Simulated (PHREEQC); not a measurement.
Dissolve 0.0023 mol/kgw HF, 0.0014 mol/kgw H2SiF6 and 0.19 mol/kgw H3PO4 at 25 °C. Closed to the air; pH follows from the charge balance.

Model: ion-association model, phreeqc.dat, run in PHREEQC.

This is a speciation only: nothing precipitates in the calculation.

Problem. Estimate the pH.

Solution. pH 1.47.

Problem. In which forms is Si present?

Solution. SiF6-2 71 %, H4SiO4 29 % of the Si.

Saturation is exceeded, for instance for Quartz (slow to form), Chalcedony (slow to form); the values hold only as long as no solid forms. Complexes and solids missing from the database can't appear. SiF6-2 is the database's only silicon fluoride.
